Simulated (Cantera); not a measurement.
A closed system holds: 1 mol Si3N4, 0.0049 mol O2, 1.1 mol H2, at 1248 K and 0.133 bar.

Cantera equilibrium calculation (NASA polynomials, part measured and part estimated; ideal gas, pure solids and liquids). Candidate condensed phases: H2O, Si, SiO2, Si2N2O, Si3N4; 35 gas species. Mutual solubility and eutectic melting of coexisting phases are not modelled. Rates play no part.

Base state: H2 0.997, N2 0.00296 (mole fractions); condensed: Si2N2O(s) + Si3N4(s).

What changes in the equilibrium state with this change: O2 from 0.0049 to 0.43 mol?


| species | before | after |
|---|---|---|
| H2 | 0.997 | 0.793 |
| N2 | 0.00296 | 0.207 |
| Si2N2O(s), mol | 0.00980 | 0.860 |
| Si3N4(s), mol | 0.993 | 0.427 |
